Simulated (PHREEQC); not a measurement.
Dissolve 0.0027 mol/kgw MgSO4 at 25 °C. Closed to the air; pH follows from the charge balance.

Computed with PHREEQC (ion-association model, phreeqc.dat).

This is a speciation only: nothing precipitates in the calculation.

### Question
Estimate the ionic strength, specific conductance.

### Answer
ionic strength 0.00871 mol/kgw; specific conductance 508 µS/cm.

### Question
In which forms is S present?

### Answer
SO4-2 81 %, MgSO4 19 % of the S.
